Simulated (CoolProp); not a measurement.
CF4 (R14) along the isotherm 129.3 K: Z from the reference equation and from simpler models built on Tc = 227.4 K, pc = 3.762 MPa, ω = 0.178; each cubic takes its own stable root.

Values from CoolProp's reference Helmholtz-energy equation of state, Platzer 1990. This equation is an older, rougher fit; its heat capacities, sound speeds and derivatives of the liquid may be far off and weren't checked against measurements.

| p (MPa) | phase | reference | van der Waals | Redlich-Kwong | Soave-Redlich-Kwong | Peng-Robinson |
|---|---|---|---|---|---|---|
| 1.25 | liquid | 0.06060 | 0.09231 | 0.06266 | 0.06173 | 0.05475 |
| 2.51 | liquid | 0.1214 | 0.1842 | 0.1254 | 0.1236 | 0.1097 |
| 3.76 | liquid | 0.1815 | 0.2742 | 0.1873 | 0.1847 | 0.1640 |
| 5.02 | liquid | 0.2419 | 0.3641 | 0.2493 | 0.2459 | 0.2184 |
| 6.27 | liquid | 0.3015 | 0.4524 | ___ | 0.3064 | ___ |
| 7.52 | liquid | ___ | 0.5399 | ___ | 0.3667 | 0.3259 |
| 8.78 | liquid | 0.4207 | 0.6275 | 0.4325 | 0.4271 | 0.3798 |
| 10 | liquid | ___ | 0.7117 | 0.4913 | 0.4854 | 0.4318 |

Q: Some entries are withheld; supply them.

A: 
- 6.27, Redlich-Kwong: 0.3105
- 6.27, Peng-Robinson: 0.2723
- 7.52, reference: 0.3610
- 7.52, Redlich-Kwong: 0.3714
- 10, reference: 0.4783
